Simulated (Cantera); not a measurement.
A closed system holds: 1 mol FeS₂, 67 mol H₂, 0.83 mol H₂O, held at 1900 °C and 0.140 bar.

Cantera equilibrium calculation (NASA polynomials, part measured and part estimated; ideal gas, pure solids and liquids). Candidate condensed phases: Fe, FeO, Fe(OH)₂, Fe(OH)₃, FeS, FeSO₄, FeS₂, Fe₂O₃, Fe₂(SO₄)₃, Fe₃O₄, H₂O, H₂SO₄, S; 22 gas species. Rates play no part.

Base state: H₂ 0.938, Fe 0.0143, H 0.0125, H₂O 0.0117, H₂S 0.00957, SH 0.00702, S₂ 0.00507, S 0.00172 (mole fractions); condensed: gas only.

Q: What changes in the equilibrium state with this change: FeS₂ replaced by V₂O₃?

A: 
```json
[
 {"species": "H₂", "before": "0.938", "after": "0.960"},
 {"species": "H₂O", "before": "0.0117", "after": "0.0262"},
 {"species": "H", "before": "0.0125", "after": "0.0126"},
 {"species": "Fe", "before": "0.0143", "after": "0"},
 {"species": "VO₂", "before": "0", "after": "0.000521"},
 {"species": "H₂S", "before": "0.00957", "after": "0"},
 {"species": "SH", "before": "0.00702", "after": "0"},
 {"species": "VO(l), mol", "before": "0", "after": "1.95"}
]
```
VO: taken at fixed stoichiometry. Further candidate phases: V, VO, V₂O₃, V₂O₄, V₂O₅.
